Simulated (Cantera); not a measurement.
A closed system holds: 1 mol SiHCl3, 0.28 mol NH3, 14 mol N2, at 0.0705 Torr.

Method: chemical equilibrium by Gibbs-energy minimisation in Cantera with the NASA 1993 tables (ideal gas, pure condensed phases). Candidate condensed phases: NH4Cl, Si, Si3N4; 28 gas species. The numbers say what is thermodynamically allowed, not how fast it happens.

Q: Which condensed phases are stable at each of these points (T (K)): 823, 923, 1023, 1123, 1223, 1323, 1423, 1523, 1623, 1723, 1823, 1923, 2023, 2123?

A: 
```
T (K)  condensed phases  Si condensed (%)
-----  ----------------  ----------------
823            Si3N4(s)              62.3
923            Si3N4(s)              63.7
1023           Si3N4(s)              64.4
1123           Si3N4(s)              62.2
1223           Si3N4(s)              45.4
1323           Si3N4(s)              16.8
1423           gas only               0.0
1523           gas only               0.0
1623           gas only               0.0
1723           gas only               0.0
1823           gas only               0.0
1923           gas only               0.0
2023           gas only               0.0
2123           gas only               0.0
```

From 823 K to 1323 K the condensed part is Si3N4(s). From 1423 K to 2123 K nothing is condensed.
